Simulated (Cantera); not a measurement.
A freely propagating, adiabatic, planar premixed flame of H2 : O2 : N2 = 1 : 0.893 : 3.36 (molar parts), equivalence ratio 0.56, unburnt at 400 K and 4.40 bar; mixture-averaged transport, grid criteria slope 0.08 and curve 0.16, no radiation.

Computed with Cantera and the H2/O2 subset of GRI-Mech 3.0, which has no nitrogen chemistry. The hydrogen kinetics of GRI-Mech 3.0 are dated; newer H2 mechanisms differ, most at raised pressure. Burning velocities carry a grid error of a few per cent, more on coarse grids. Lean hydrogen flames are cellular in practice and burn faster than this planar one.

Problem. Predict: laminar burning velocity; thermal thickness; peak x(H); peak x(O); peak x(HO2).

Solution. 
| Item | Value |
|---|---|
| laminar burning velocity | 58.9 cm/s |
| thermal thickness | 0.0999 mm |
| peak x(H) | 0.00165 |
| peak x(O) | 0.00199 |
| peak x(HO2) | 0.000581 |
